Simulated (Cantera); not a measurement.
Charge: 1 mol Fe, 8.3 mol NH3, 5.3 mol H2, 0.047 mol SO2, held at 1373.15 K and 2.50 mbar.

Method: chemical equilibrium by Gibbs-energy minimisation in Cantera with the NASA 1993 tables (ideal gas, pure condensed phases). Candidate condensed phases: Fe, FeO, Fe(OH)2, Fe(OH)3, FeS, FeSO4, FeS2, Fe2O3, Fe2(SO4)3, Fe3O4, H2O, H2SO4, S; 38 gas species. Equilibrium is a limit: real reactors are often held back by kinetics, nucleation or transport.

Base state: H2 0.804, N2 0.189, H2O 0.00429, H2S 0.00199, H 5.98e-5, SH 5.83e-5, S2 4.85e-5 (mole fractions); condensed: Fe(γ).

Question: What changes in the equilibrium state with this change: temperature from 1373.15 K to 798.15 K?

Answer: 
```json
[
 {"species": "H2", "before": "0.804", "after": "0.806"},
 {"species": "N2", "before": "0.189", "after": "0.189"},
 {"species": "H2O", "before": "0.00429", "after": "0.00429"},
 {"species": "H2S", "before": "0.00199", "after": "0.000121"},
 {"species": "H", "before": "5.98e-5", "after": "<1e-9"},
 {"species": "SH", "before": "5.83e-5", "after": "<1e-9"},
 {"species": "S2", "before": "4.85e-5", "after": "<1e-9"},
 {"species": "Fe(γ), mol", "before": "1.000", "after": "0"},
 {"species": "Fe(α), mol", "before": "0", "after": "0.956"},
 {"species": "FeS(s), mol", "before": "0", "after": "0.0443"}
]
```
FeS: taken at fixed stoichiometry.
